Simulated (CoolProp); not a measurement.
Values from CoolProp's reference Helmholtz-energy equation of state, Aleksandrov 2011. It is a short technical equation, of lower accuracy than the large ones.

### Question
For n-undecane, give the phase and the speed of sound (m/s) at 342.45 °C and 0.0753 MPa.

### Answer
- 342.45 °C and 0.0753 MPa: gas; speed of sound 180
